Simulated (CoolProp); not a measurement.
Vapour pressure (kPa) of R125: the reference equation beside estimates from Tc = 339.2 K, pc = 3618 kPa, ω = 0.305. Clausius-Clapeyron is anchored at 233.8 K with a constant enthalpy of vaporisation of 19.11 kJ/mol.

The numbers come from the reference Helmholtz-energy equation of state, Lemmon 2005 in CoolProp.

| T (K) | reference | Clausius-Clapeyron | van der Waals | Soave-Redlich-Kwong |
|---|---|---|---|---|
| 186.3 | 9.333 | 12.45 | 185.1 | 9.233 |
| 198.2 | 21.86 | 26.12 | 269.4 | 21.65 |
| 210 | 45.42 | 50.12 | 375.9 | 45.07 |
| 221.9 | 86.54 | 90.14 | 509.0 | 86.12 |
| 233.8 | 152.7 | 152.7 | 670.3 | 152.5 |
| 245.7 | 252.9 | 245.8 | 861.9 | 253.3 |
| 257.6 | 397.1 | 378.7 | 1086 | 399.1 |
| 269.5 | 596.5 | 561.6 | 1344 | 601.5 |
| 281.3 | 860.5 | 803.1 | 1635 | 870.1 |

Absolute difference from the reference over all 9 rows, mean and median: Clausius-Clapeyron 9.7 and 5.9 %, van der Waals 577.8 and 339.0 %, Soave-Redlich-Kwong 0.7 and 0.8 %.
